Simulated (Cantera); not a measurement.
Charge: 1 mol SiC, 0.073 mol Si, 8.5 mol H2, held at 10.0 mbar.

These are equilibrium values from Cantera (NASA tables, ideal gas, pure condensed phases), not measurements of a reactor. Candidate condensed phases: C, C6H6, C7H8, C8H18, Si, SiC; 87 gas species. Mutual solubility and eutectic melting of coexisting phases are not modelled. Gases not in the tables: Si2H6 and higher silanes. The numbers say what is thermodynamically allowed, not how fast it happens.

Question: Which condensed phases are stable at each of these points (T (K)): 1423, 1623, 1823, 2023, 2223, 2423, 2623, 2823, 3023?

Answer: 
```
T (K)      condensed phases  Si condensed (%)
-----  --------------------  ----------------
1423         Si(s) + SiC(s)             100.0
1623         Si(s) + SiC(s)             100.0
1823         Si(l) + SiC(s)              99.6
2023         Si(l) + SiC(s)              94.6
2223                 SiC(s)              90.7
2423   C(graphite) + SiC(s)              28.5
2623            C(graphite)               0.0
2823               gas only               0.0
3023               gas only               0.0
```

From 1423 K to 1623 K the condensed part is Si(s) + SiC(s). From 1823 K to 2023 K the condensed part is Si(l) + SiC(s). At 2223 K the condensed part is SiC(s). At 2423 K the condensed part is C(graphite) + SiC(s). At 2623 K the condensed part is C(graphite). From 2823 K to 3023 K nothing is condensed.
